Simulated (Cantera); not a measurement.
SiCl4 + N2 + NH3 (silicon nitride deposition)

A closed system holds: 1 mol SiCl4, 1.6 mol N2, 11 mol NH3, held at 1250 °C.

Method: chemical equilibrium by Gibbs-energy minimisation in Cantera with the NASA 1993 tables (ideal gas, pure condensed phases). Candidate condensed phases: NH4Cl, Si, Si3N4; 28 gas species. The tables' values for SiCl3, SiCl are old estimates; treat these amounts as uncertain. The numbers say what is thermodynamically allowed, not how fast it happens.

| P (Pa) | x H2 | x N2 | x HCl | x SiCl2 | x H | x SiCl3 | n Si(s) | n Si3N4(s) |
|---|---|---|---|---|---|---|---|---|
| 5 | 0.601 | 0.277 | 0.0821 | 0.0366 | 0.00254 | 5.90e-5 | 0.0451 | 0 |
| 15 | 0.602 | 0.277 | 0.0822 | 0.0367 | 0.00147 | 0.000102 | 0.0520 | 0 |
| 45 | 0.601 | 0.274 | 0.0914 | 0.0324 | 0.000846 | 0.000174 | 0 | 0.0559 |
| 140 | 0.596 | 0.269 | 0.111 | 0.0229 | 0.000478 | 0.000266 | 0 | 0.137 |
| 410 | 0.591 | 0.266 | 0.128 | 0.0150 | 0.000278 | 0.000343 | 0 | 0.204 |
| 1200 | 0.588 | 0.263 | 0.140 | 0.00896 | 0.000162 | 0.000386 | 0 | 0.255 |
| 3700 | 0.585 | 0.261 | 0.149 | 0.00481 | 9.21e-5 | 0.000386 | 0 | 0.289 |
| 11000 | 0.584 | 0.260 | 0.153 | 0.00249 | 5.33e-5 | 0.000356 | 0 | 0.308 |
| 33000 | 0.583 | 0.259 | 0.156 | 0.00124 | 3.08e-5 | 0.000311 | 0 | 0.318 |
| 100000 | 0.583 | 0.259 | 0.157 | 0.000597 | 1.77e-5 | 0.000263 | 0 | 0.322 |
x: gas mole fraction; n: condensed amount in mol.

From 5.00e-5 bar to 0.000150 bar the condensed part is Si(s). From 0.000450 bar to 1.00 bar the condensed part is Si3N4(s). The main Si-bearing gas is SiCl2 throughout. The share of Si in condensed phases is highest at 1.00 bar (96.6 %) and lowest at 5.00e-5 bar (4.5 %).
